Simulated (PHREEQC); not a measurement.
Acid rinse or clean (model solution)

Make-up at 25 °C: 0.024 mol/kgw HF and 0.12 mol/kgw CuSO4. Closed to the air; pH follows from the charge balance.

Computed with PHREEQC (ion-association model, phreeqc.dat).

Each row changes one thing in this solution. Precipitation was switched off in this run.

```json
[
 {"case": "as made", "pH": "2.60", "ionic strength (mol/kgw)": "0.247", "Cu+2 (mol/kgw)": "0.0612", "SO4-2 (mol/kgw)": "0.0579", "CuSO4 (mol/kgw)": "0.0569", "HSO4- (mol/kgw)": "0.00523"},
 {"case": "CuSO4 from 0.12 to 0.024 mol/kgw", "pH": "2.51", "ionic strength (mol/kgw)": "0.0636", "Cu+2 (mol/kgw)": "0.0152", "SO4-2 (mol/kgw)": "0.0137", "CuSO4 (mol/kgw)": "0.00816", "HSO4- (mol/kgw)": "0.00219"},
 {"case": "HF left out", "pH": "4.50", "ionic strength (mol/kgw)": "0.242", "Cu+2 (mol/kgw)": "0.0604", "SO4-2 (mol/kgw)": "0.0605", "CuSO4 (mol/kgw)": "…", "HSO4- (mol/kgw)": "…"},
 {"case": "diluted 2-fold with water", "pH": "2.75", "ionic strength (mol/kgw)": "0.135", "Cu+2 (mol/kgw)": "0.0333", "SO4-2 (mol/kgw)": "0.0317", "CuSO4 (mol/kgw)": "0.0259", "HSO4- (mol/kgw)": "0.00244"},
 {"case": "0.0041 mol/kgw HBr added", "pH": "2.47", "ionic strength (mol/kgw)": "0.249", "Cu+2 (mol/kgw)": "0.0621", "SO4-2 (mol/kgw)": "0.0569", "CuSO4 (mol/kgw)": "0.0563", "HSO4- (mol/kgw)": "0.00682"},
 {"case": "HF from 0.024 to 0.0048 mol/kgw", "pH": "3.06", "ionic strength (mol/kgw)": "0.243", "Cu+2 (mol/kgw)": "0.0607", "SO4-2 (mol/kgw)": "0.0596", "CuSO4 (mol/kgw)": "0.0586", "HSO4- (mol/kgw)": "0.00183"}
]
```

Some entries are withheld; supply them.


- HF left out, CuSO4 (mol/kgw): 0.0595
- HF left out, HSO4- (mol/kgw): 6.90e-5

Species that the database lacks are ignored.
